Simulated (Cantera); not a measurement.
A closed system holds: 1 mol CaO, 11 mol Cl2, at 998 K and 0.000130 bar.

Method: chemical equilibrium by Gibbs-energy minimisation in Cantera with the NASA 1993 tables (ideal gas, pure condensed phases). Candidate condensed phases: Ca, CaCl2, CaO; 11 gas species. Condensed phases not in the tables: oxide chlorides. Rates play no part.

Base state: Cl2 0.921, O2 0.0469, Cl 0.0317, CaCl2 0.000157 (mole fractions); condensed: CaCl2(s).

Q: What changes in the equilibrium state with this change: temperature from 998 K to 1723 K?

A: 
```csv
species,before,after
Cl,0.0317,0.927
CaCl2,0.000157,0.0466
O2,0.0469,0.0229
Cl2,0.921,0.00239
O,2.81e-9,0.000755
ClO,4.90e-6,3.06e-5
"CaCl2(s), mol",0.998,0
```
